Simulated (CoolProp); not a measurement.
A single-stage vapour-compression cycle with R124: evaporating at 261.15 K (dew point), condensing at 317.15 K (bubble point), superheat 10 K, subcooling 2 K, compressor efficiency 0.65, no pressure losses. Each further row changes one setting.

Computed with CoolProp (reference Helmholtz-energy equation of state, de Vries 1995).

| case | cooling COP | pressure ratio | discharge temperature (K) | refrigerating effect (kJ/kg) | volumetric capacity (kJ/m³) |
|---|---|---|---|---|---|
| as stated | 2.34 | 6.54 | 344.4 | 113 | 717 |
| evaporating temperature 266.15 K | 2.69 | 5.33 | 342.0 | 116 | 892 |
| condensing temperature 312.15 K | 2.66 | 5.71 | 338.8 | 119 | 754 |
| subcooling 7 K | 2.46 | 6.54 | 344.4 | 119 | 754 |
| superheat 20 K | 2.38 | 6.54 | 355.2 | 120 | 731 |
| compressor efficiency 0.55 | 1.98 | 6.54 | 354.5 | 113 | 717 |
